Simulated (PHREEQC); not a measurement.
A PHREEQC speciation (ion-association model, wateq4f.dat) at 20 °C gives pH 2.27 and these molalities:

```
species      mol/kgw
----------  --------
Ni+2          0.0815
SO4-2         0.0782
NiSO4         0.0781
HSO4-         0.0130
H+           0.00696
Ni(SO4)2-2  0.000312
```

What are the element totals, and what could have been dissolved in 1 kg of water to give them?

One answer among several that fit: totals Ni 0.160, S(6) 0.170 mol/kgw, from 0.01 mol H2SO4 and 0.16 mol NiSO4 per kg of water.

No solid was allowed to form. Species that the database lacks are ignored.
